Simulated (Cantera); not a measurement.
A closed system holds: 1 mol C₆H₆, 1.9 mol CO₂, 17 mol H₂, equilibrated at 1977 °C.

These are equilibrium values from Cantera (NASA tables, ideal gas, pure condensed phases), not measurements of a reactor. Candidate condensed phases: C, C₆H₆, C₇H₈, C₈H₁₈, H₂O; 110 gas species. The ideal-gas law is rough above about 30 bar. Equilibrium is a limit: real reactors are often held back by kinetics, nucleation or transport.

What share of the C ends up in condensed phases as a function of P (Pa), at 10, 100, 1000, 10000, 100000, 1000000, 10000000?


| P (Pa) | C condensed (%) | as |
|---|---|---|
| 10 | 50.7 | C(graphite) |
| 100 | 50.4 | C(graphite) |
| 1000 | 50.3 | C(graphite) |
| 10000 | 50.2 | C(graphite) |
| 100000 | 50.2 | C(graphite) |
| 1000000 | 49.7 | C(graphite) |
| 10000000 | 45.4 | C(graphite) |
